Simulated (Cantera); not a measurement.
Input: 1 mol Cu2O, 220 mol H2, equilibrated at 1548.15 K and 11.0 Pa.

Equilibrium computed with Cantera from the NASA thermochemical tables; the gas is ideal and each condensed phase is pure. Candidate condensed phases: Cu, CuO, Cu(OH)2, Cu2O, H2O; 12 gas species. Equilibrium is a limit: real reactors are often held back by kinetics, nucleation or transport.

Base state: H2 0.984, Cu 0.00900, H2O 0.00450, H 0.00292 (mole fractions); condensed: gas only.

Question: What changes in the equilibrium state with this change: temperature from 1548.15 K to 2073 K?

Answer: 
| species | before | after |
|---|---|---|
| H2 | 0.984 | 0.768 |
| H | 0.00292 | 0.220 |
| Cu | 0.00900 | 0.00802 |
| O | 1.12e-9 | 2.58e-5 |
| OH | 4.46e-7 | 0.000126 |
| H2O | 0.00450 | 0.00386 |

Question: What changes in the equilibrium state with this change: temperature from 1548.15 K to 800 K?

Answer: 
```
species      before    after
----------  -------  -------
H2            0.984    0.995
H2O         0.00450  0.00455
Cu          0.00900    <1e-9
H           0.00292    <1e-9
Cu(s), mol        0     2.00
```
